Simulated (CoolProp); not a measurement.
Vapour-liquid equilibrium of propylene (1) + R115 (2) at 96 kPa; x and y are mole fractions of (1).

Values from CoolProp's multi-fluid Helmholtz-energy mixture model, Lemmon 2013 and Lemmon 2016; pair parameters Bell 2016.

```csv
x,bubble temperature (K),y at the bubble point,dew temperature at overall composition x (K),liquid density (mol/L)
0.05,230.5,0.136,231.9,10.23
0.2,225.9,0.399,229.5,10.78
0.35,223.4,0.537,226.8,11.35
0.5,222.2,0.620,224.0,11.95
0.65,221.7,0.683,221.9,12.63
0.8,221.8,0.758,222.1,13.39
0.95,223.2,0.906,223.7,14.24
```

y crosses x between x = 0.65 and 0.8: the model has an azeotrope there.

Pair parameters are fitted to limited data, so mixtures are less certain than the pure fluids.
